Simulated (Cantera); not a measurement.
## Equilibrium for silicon epitaxy and polysilicon growth: SiCl₄ + N₂

Charge: 1 mol SiCl₄, 190 mol N₂, at 1425 °C and 0.150 bar.

Method: chemical equilibrium by Gibbs-energy minimisation in Cantera with the NASA 1993 tables (ideal gas, pure condensed phases). Candidate condensed phases: Si, Si₃N₄; 13 gas species. The tables' values for SiCl₃ are old estimates; treat these amounts as uncertain. Equilibrium is a limit: real reactors are often held back by kinetics, nucleation or transport.

The x(N₂) is 0.993. The x(SiCl₄) is 0.00380 and the x(Cl) comes out as 0.00187. The x(SiCl₃) comes out as 0.000952 and the x(SiCl₂) is 0.000472. The x(Cl₂) comes out as 1.44e-5, the gas amount is 191.4 mol and the log10 activity of Si(l) (absent) is -5.50.
